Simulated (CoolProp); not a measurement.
A Linde-Hampson liquefier for carbon monoxide: isothermal reversible compression at 290 K from 1 atm to 10 MPa, throttling to 1 atm, return gas leaving the recuperator 0 K below the feed. Each further row changes one setting.

The numbers come from the reference Helmholtz-energy equation of state, Lemmon 2006 in CoolProp. It is a short technical equation, of lower accuracy than the large ones.

```csv
case,liquid yield per pass,compression work (kJ/kg of gas)
as stated,0.056,393
high pressure 20 MPa,0.094,453
warm-end temperature 320 K,…,…
warm-end gap 5 K,…,393
```

Problem. What belongs in the gaps?

Solution. 
- warm-end temperature 320 K, liquid yield per pass: 0.042
- warm-end temperature 320 K, compression work (kJ/kg of gas): 436
- warm-end gap 5 K, liquid yield per pass: 0.045
